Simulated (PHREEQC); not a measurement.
Solution (16 °C): 0.024 mol/kgw KBr. Closed to the air; pH follows from the charge balance.

Model: ion-association model, phreeqc.dat, run in PHREEQC.

No solid was allowed to form.

Question: Predict the specific conductance.

Answer: specific conductance 2600 µS/cm.
